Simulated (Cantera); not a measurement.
A closed system holds: 1 mol MgO, 1.7 mol F₂, 1.9 mol O₂, 11 mol NF₃, held at 1473.15 K and 0.270 Torr.

Method: chemical equilibrium by Gibbs-energy minimisation in Cantera with the NASA 1993 tables (ideal gas, pure condensed phases). Candidate condensed phases: Mg, MgF₂, MgO; 24 gas species. Rates play no part.

Base state: F 0.794, N₂ 0.127, O₂ 0.0553, MgF₂ 0.0231, NO 0.000220, F₂ 3.90e-5, O 3.47e-5 (mole fractions); condensed: gas only.

What changes in the equilibrium state with this change: MgO replaced by CaO?


| species | before | after |
|---|---|---|
| F | 0.794 | 0.810 |
| N₂ | 0.127 | 0.129 |
| O₂ | 0.0553 | 0.0564 |
| MgF₂ | 0.0231 | 0 |
| CaF₂ | 0 | 0.00338 |
| F₂ | 3.90e-5 | 4.06e-5 |
| NO | 0.000220 | 0.000225 |
| O | 3.47e-5 | 3.50e-5 |
| CaF₂(s), mol | 0 | 0.856 |
Further candidate phases: Ca, CaF₂, CaO.
